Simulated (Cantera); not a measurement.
A perfectly stirred reactor is fed with N₂O : N₂ = 1 : 0.72 (molar parts), at 38.3 Torr; it is held at 1250 K, and followed from long to short residence time.

Cantera simulation using GRI-Mech 3.0 (53 species, 325 reactions); the numbers are that mechanism's predictions, not measurements. GRI-Mech 3.0 was tuned for natural gas; its chemistry of N2O as a main component is partial and can be far from experiment. The mechanism lacks the step 2 NO + O2 → 2 NO2, which can matter for NO2 below about 1400 K. The temperature is held fixed by assumption; the heat of reaction is taken as removed at once.

### Question
What does this change do: N2 0.72 to 0.24 parts?

### Answer
```json
[
 {"quantity": "x(N₂O) at τ = 1.50 s", "before": "0.505", "after": "0.693"},
 {"quantity": "x(NO) at τ = 1.50 s", "before": "0.00742", "after": "0.0102"},
 {"quantity": "x(NO₂) at τ = 1.50 s", "before": "3.64e-6", "after": "5.04e-6"},
 {"quantity": "x(O) at τ = 1.50 s", "before": "3.84e-6", "after": "3.84e-6"},
 {"quantity": "x(N₂) at τ = 1.50 s", "before": "0.462", "after": "0.262"},
 {"quantity": "x(N₂O) at τ = 55.0 ms", "before": "0.578", "after": "0.802"},
 {"quantity": "x(NO) at τ = 55.0 ms", "before": "0.000311", "after": "0.000432"},
 {"quantity": "x(NO₂) at τ = 55.0 ms", "before": "4.99e-8", "after": "6.93e-8"},
 {"quantity": "x(O) at τ = 55.0 ms", "before": "3.84e-6", "after": "3.84e-6"},
 {"quantity": "x(N₂) at τ = 55.0 ms", "before": "0.420", "after": "0.196"}
]
```

### Question
What does this change do: pressure from 38.3 Torr to 0.450 bar?

### Answer
```csv
quantity,before,after
x(N₂O) at τ = 1.50 s,0.505,0.265
x(NO) at τ = 1.50 s,0.00742,0.0280
x(NO₂) at τ = 1.50 s,3.64e-6,0.000128
x(O) at τ = 1.50 s,3.84e-6,3.14e-6
x(N₂) at τ = 1.50 s,0.462,0.598
x(N₂O) at τ = 55.0 ms,0.578,0.555
x(NO) at τ = 55.0 ms,0.000311,0.00255
x(NO₂) at τ = 55.0 ms,4.99e-8,9.25e-6
x(O) at τ = 55.0 ms,3.84e-6,3.73e-6
x(N₂) at τ = 55.0 ms,0.420,0.433
```

### Question
What does this change do: 0.0059 parts H2O added?

### Answer
```json
[
 {"quantity": "x(N₂O) at τ = 1.50 s", "before": "0.505", "after": "0.502"},
 {"quantity": "x(NO) at τ = 1.50 s", "before": "0.00742", "after": "0.00695"},
 {"quantity": "x(NO₂) at τ = 1.50 s", "before": "3.64e-6", "after": "0.000122"},
 {"quantity": "x(O) at τ = 1.50 s", "before": "3.84e-6", "after": "3.68e-6"},
 {"quantity": "x(N₂) at τ = 1.50 s", "before": "0.462", "after": "0.461"},
 {"quantity": "x(N₂O) at τ = 55.0 ms", "before": "0.578", "after": "0.576"},
 {"quantity": "x(NO) at τ = 55.0 ms", "before": "0.000311", "after": "0.000294"},
 {"quantity": "x(NO₂) at τ = 55.0 ms", "before": "4.99e-8", "after": "1.62e-5"},
 {"quantity": "x(O) at τ = 55.0 ms", "before": "3.84e-6", "after": "3.83e-6"},
 {"quantity": "x(N₂) at τ = 55.0 ms", "before": "0.420", "after": "0.419"}
]
```
